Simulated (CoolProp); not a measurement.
Properties of propylene along the isobar 29.2 bar (Tc = 91.1 °C, pc = 45.55 bar, ω = 0.146).

Computed with CoolProp (reference Helmholtz-energy equation of state, Lemmon 2013).

```json
[
 {"T (°C)": "90.85", "phase": "gas", "speed of sound (m/s)": "224.3", "conductivity (mW/(m K))": "31.1"},
 {"T (°C)": "114.75", "phase": "gas", "speed of sound (m/s)": "246.3", "conductivity (mW/(m K))": "32.9"},
 {"T (°C)": "138.65", "phase": "gas", "speed of sound (m/s)": "263.6", "conductivity (mW/(m K))": "35.5"},
 {"T (°C)": "162.55", "phase": "gas", "speed of sound (m/s)": "278.2", "conductivity (mW/(m K))": "38.4"},
 {"T (°C)": "186.35", "phase": "gas", "speed of sound (m/s)": "291.0", "conductivity (mW/(m K))": "41.6"},
 {"T (°C)": "210.25", "phase": "gas", "speed of sound (m/s)": "302.7", "conductivity (mW/(m K))": "45.0"},
 {"T (°C)": "234.15", "phase": "gas", "speed of sound (m/s)": "313.5", "conductivity (mW/(m K))": "48.5"},
 {"T (°C)": "257.95", "phase": "gas", "speed of sound (m/s)": "323.5", "conductivity (mW/(m K))": "52.1"}
]
```

Thermal conductivity comes from a separate model (Huber 2003), an estimate that may be off by 10 % or more.
